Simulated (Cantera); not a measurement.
A perfectly stirred reactor is fed with H₂ : O₂ : N₂ = 1 : 0.649 : 2.44 (molar parts), at 5.00 bar; it is adiabatic with a 398 K inlet, and is followed from long to short residence time, starting on the burning branch (τ in s: 0.021, 0.011, 0.0057, 0.003, 0.0016, 0.00083, 0.00044, 0.00023, 0.00012, 6.3e-05, 3.3e-05, 1.7e-05, 9.1e-06).

Model: GRI-Mech 3.0 (53 species, 325 reactions), integrated in Cantera. The hydrogen kinetics of GRI-Mech 3.0 are dated; newer H2 mechanisms differ, most at raised pressure.

### Question
What does this change do: N2 2.44 to 3.1 parts?

### Answer
| quantity | before | after |
|---|---|---|
| blow-out, bracketed by the residence times tried | burning at 9.10 µs, the shortest tried | burning at 9.10 µs, the shortest tried |
| x(H₂) at τ = 21.0 ms | 0.000878 | 0.000339 |
| x(O₂) at τ = 21.0 ms | 0.0403 | 0.0347 |
| x(H₂O₂) at τ = 21.0 ms | 4.49e-7 | 2.45e-7 |
| x(NO) at τ = 21.0 ms | 0.000946 | 6.55e-5 |
| x(NO₂) at τ = 21.0 ms | 1.20e-6 | 1.31e-7 |
| x(H₂) at τ = 0.440 ms | 0.00382 | 0.00322 |
| x(O₂) at τ = 0.440 ms | 0.0410 | 0.0352 |
| x(H₂O₂) at τ = 0.440 ms | 8.02e-7 | 9.04e-7 |
| x(NO) at τ = 0.440 ms | 8.50e-5 | 2.35e-5 |
| x(NO₂) at τ = 0.440 ms | 1.28e-7 | 4.61e-8 |

### Question
What does this change do: 0.4 parts CO2 added?

### Answer
```
quantity                                                                          before                                   after
------------------------------------------------  --------------------------------------  --------------------------------------
blow-out, bracketed by the residence times tried  burning at 9.10 µs, the shortest tried  burning at 9.10 µs, the shortest tried
x(H₂) at τ = 21.0 ms                                                            0.000878                                0.000336
x(O₂) at τ = 21.0 ms                                                              0.0403                                  0.0373
x(H₂O₂) at τ = 21.0 ms                                                           4.49e-7                                 2.65e-7
x(NO) at τ = 21.0 ms                                                            0.000946                                 5.33e-5
x(NO₂) at τ = 21.0 ms                                                            1.20e-6                                 1.11e-7
x(H₂) at τ = 0.440 ms                                                            0.00382                                 0.00302
x(O₂) at τ = 0.440 ms                                                             0.0410                                  0.0394
x(H₂O₂) at τ = 0.440 ms                                                          8.02e-7                                 1.02e-6
x(NO) at τ = 0.440 ms                                                            8.50e-5                                 1.63e-5
x(NO₂) at τ = 0.440 ms                                                           1.28e-7                                 3.86e-8
```

### Question
What does this change do: O2 0.649 to 0.92 parts?

### Answer
| quantity | before | after |
|---|---|---|
| blow-out, bracketed by the residence times tried | burning at 9.10 µs, the shortest tried | burning at 9.10 µs, the shortest tried |
| x(H₂) at τ = 21.0 ms | 0.000878 | 0.000271 |
| x(O₂) at τ = 21.0 ms | 0.0403 | 0.108 |
| x(H₂O₂) at τ = 21.0 ms | 4.49e-7 | 5.08e-7 |
| x(NO) at τ = 21.0 ms | 0.000946 | 0.000364 |
| x(NO₂) at τ = 21.0 ms | 1.20e-6 | 8.80e-7 |
| x(H₂) at τ = 0.440 ms | 0.00382 | 0.00153 |
| x(O₂) at τ = 0.440 ms | 0.0410 | 0.107 |
| x(H₂O₂) at τ = 0.440 ms | 8.02e-7 | 9.12e-7 |
| x(NO) at τ = 0.440 ms | 8.50e-5 | 3.94e-5 |
| x(NO₂) at τ = 0.440 ms | 1.28e-7 | 1.32e-7 |
